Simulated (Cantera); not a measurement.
Input: 1 mol Si(CH3)4, 0.36 mol HCl, 120 mol H2, 1.7 mol CH4, at 1750 °C and 1000 Pa.

These are equilibrium values from Cantera (NASA tables, ideal gas, pure condensed phases), not measurements of a reactor. Rates play no part.

```csv
species,before,after
H2,0.977,0.822
H,0.0188,0.162
C2H2 (acetylene),0.000874,0.00642
Si,0.000340,0.00556
C3,4.87e-9,1.49e-5
C2H,3.40e-7,7.72e-5
SiC2,1.57e-5,0.00115
C4H2,3.14e-7,2.06e-5
Cl,3.86e-5,0.000311
SiH,2.16e-5,0.000150
"C(graphite), mol",4.52,3.49
"SiC(s), mol",0.946,0
```
Gas species are given as mole fractions.

Task: What was changed between the two runs?
A. temperature from 1750 °C to 2152 °C
B. Si(CH3)4 replaced by SiH2Cl2
C. Si(CH3)4 replaced by CH3SiH3
D. pressure from 1000 Pa to 130 Pa

Result: A, temperature from 1750 °C to 2152 °C. Gases not in the tables: Si2H6 and higher silanes
